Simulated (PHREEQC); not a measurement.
A PHREEQC speciation (ion-association model, wateq4f.dat) at 20 °C gives pH 2.70 and these molalities:

```
species  mol/kgw
-------  -------
CuSO4     0.0977
Cu+2      0.0923
SO4-2     0.0909
HSO4-    0.00541
H+       0.00259
```

Problem. What are the element totals, and what could have been dissolved in 1 kg of water to give them?

Solution. Several could match; the one computed here: totals Cu(2) 0.190, S(6) 0.194 mol/kgw, from 190 mmol/kgw CuSO4 and 4 mmol/kgw H2SO4.

Precipitation was switched off in this run.
